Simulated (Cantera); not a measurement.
# Carbothermic reduction: MgO + CO

Input: 1 mol MgO, 3.5 mol CO, equilibrated at 8.00 bar.

Equilibrium computed with Cantera from the NASA thermochemical tables; the gas is ideal and each condensed phase is pure. Candidate condensed phases: C, Mg, MgCO₃, MgO; 15 gas species. Kinetics and transport are ignored.

| T (K) | x CO | x CO₂ | x Mg | x MgO | x C₃O₂ | x Mg₂ | n C(graphite) | n MgO(s) |
|---|---|---|---|---|---|---|---|---|
| 1048 | 0.520 | 0.480 | <1e-12 | <1e-12 | <1e-12 | <1e-12 | 1.14 | 1.00 |
| 1198 | 0.880 | 0.120 | <1e-12 | <1e-12 | 8.90e-12 | <1e-12 | 0.376 | 1.00 |
| 1348 | 0.977 | 0.0228 | 3.41e-11 | <1e-12 | 4.99e-11 | <1e-12 | 0.0779 | 1.00 |
| 1498 | 0.995 | 0.00535 | 8.59e-9 | <1e-12 | 1.76e-10 | <1e-12 | 0.0186 | 1.00 |
| 1648 | 0.998 | 0.00162 | 7.81e-7 | <1e-12 | 4.86e-10 | <1e-12 | 0.00566 | 1.000 |
| 1798 | 0.999 | 0.000604 | 3.29e-5 | 3.09e-11 | 1.14e-9 | 1.43e-12 | 0.00200 | 1.000 |
| 1948 | 0.999 | 0.000449 | 0.000449 | 9.03e-10 | 1.39e-9 | 2.19e-10 | 0 | 0.998 |
| 2098 | 0.998 | 0.00121 | 0.00121 | 1.62e-8 | 4.79e-10 | 1.31e-9 | 0 | 0.996 |
x: gas mole fraction; n: condensed amount in mol.

From 1048 K to 1798 K the condensed part is C(graphite) + MgO(s). From 1948 K to 2098 K the condensed part is MgO(s).
